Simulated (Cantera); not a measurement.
Charge: 1 mol Ta2O5, 6.5 mol C, 0.25 mol H2, 3 mol CH4, held at 1477 °C.

Equilibrium computed with Cantera from the NASA thermochemical tables; the gas is ideal and each condensed phase is pure. Candidate condensed phases: C, C6H6, C7H8, C8H18, H2O, Ta, TaC, Ta2O5; 113 gas species. TaC: taken at fixed stoichiometry. Condensed phases not in the tables: Ta2C. Kinetics and transport are ignored.

Question: At 0.315 Torr, list the 4 most abundant gas species with their mole fractions, and the condensed phases.

Answer: H2 0.549, CO 0.443, H 0.00841, C2H2 (acetylene) 6.31e-5. Condensed: C(graphite) + TaC(s).
